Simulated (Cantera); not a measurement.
What does this Cantera script print?

```python
import numpy as np
import cantera as ct

gas_names = [...]  # 136 gases of nasa_gas.yaml made of C, H, N, O
cond_names = """
    C(gr) C6H6(L) C7H8(L) C8H18(L),n-octa H2O(s) H2O(L)
""".split()


# ... load() reads the species with a 1 bar reference pressure and builds the phases ...
atoms = {
    'C6H6': {'C': 6, 'H': 6},
    'H2O': {'H': 2, 'O': 1},
    'N2': {'N': 2},
    'O2': {'O': 2},
}
top_T = {'C(gr)': 4500}  # K; cautious upper limits of use, not melting points


# ... equilibrate(T, P, feed) seeds the gas with the atoms and calls Mixture.equilibrate('TP', solver="vcs", rtol=1e-11, max_steps=5000) ...
results = []
feed = {'C6H6': 1, 'H2O': 3.6, 'N2': 0.32, 'O2': 0.0085}  # mol
T = 998  # K
P = 9500  # Pa
mix = equilibrate(T, P, feed)
results.append((T, P, feed, dict(zip(mix.species_names, mix.species_moles))))
x = sorted(zip(gas.X, gas.species_names), reverse=True)
print(f"T = {T:g} K  P = {P:g} Pa  gas = {mix.phase_moles(0):.4g} mol")
print("   x: " + "  ".join(f"{s} {v:.3e}" for v, s in x if v > 1e-05))
print("   condensed (mol): " + ("  ".join(f"{mix.phase(i).name} {mix.phase_moles(i):.4g}"
      for i in range(1, mix.n_phases) if mix.phase_moles(i) > 1e-12) or "none"))
```

Output:

```
T = 998 K  P = 9500 Pa  gas = 10.35 mol
   x: H2 6.223e-01  CO 3.292e-01  N2 3.090e-02  H2O 7.947e-03  CO2 6.086e-03  CH4 3.589e-03
   condensed (mol): C(gr) 2.491
```

Method: chemical equilibrium by Gibbs-energy minimisation in Cantera with the NASA 1993 tables (ideal gas, pure condensed phases).
